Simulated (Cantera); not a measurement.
# Equilibrium for silicon carbide growth: SiCl4 + CH4 + H2 + C3H8

Input: 1 mol SiCl4, 0.055 mol CH4, 110 mol H2, 0.43 mol C3H8, equilibrated at 5400 Pa.

Method: chemical equilibrium by Gibbs-energy minimisation in Cantera with the NASA 1993 tables (ideal gas, pure condensed phases). Candidate condensed phases: C, C6H6, C7H8, C8H18, Si, SiC; 109 gas species. The tables' values for SiCl are old estimates; treat these amounts as uncertain. Gases not in the tables: Si2H6 and higher silanes. Equilibrium is a limit: real reactors are often held back by kinetics, nucleation or transport.

```csv
T (K),x H2,x H,x HCl,x Si,x C2H2 (acetylene),x Cl,x SiC2,x Si2C,n SiC(s)
2175,0.942,0.0204,0.0337,0.000552,0.00195,0.000532,4.46e-5,2.97e-5,0.879
2200,0.939,0.0235,0.0335,0.000786,0.00209,0.000609,6.57e-5,4.61e-5,0.838
2225,0.935,0.0270,0.0332,0.00110,0.00228,0.000695,9.66e-5,7.03e-5,0.784
2250,0.930,0.0308,0.0330,0.00152,0.00252,0.000792,0.000142,0.000105,0.712
2275,0.925,0.0351,0.0327,0.00206,0.00282,0.000898,0.000209,0.000155,0.617
2300,0.919,0.0399,0.0325,0.00276,0.00320,0.00102,0.000307,0.000224,0.495
2325,0.912,0.0452,0.0321,0.00364,0.00367,0.00114,0.000450,0.000320,0.335
2350,0.905,0.0510,0.0318,0.00475,0.00424,0.00129,0.000659,0.000450,0.130
2375,0.897,0.0575,0.0315,0.00555,0.00458,0.00144,0.000810,0.000492,0
2400,0.890,0.0646,0.0313,0.00575,0.00459,0.00162,0.000817,0.000412,0
2425,0.882,0.0723,0.0311,0.00593,0.00459,0.00181,0.000821,0.000342,0
```
x: gas mole fraction; n: condensed amount in mol.

From 2175 K to 2350 K the condensed part is SiC(s). From 2375 K to 2425 K nothing is condensed. The main Si-bearing gas is Si throughout.
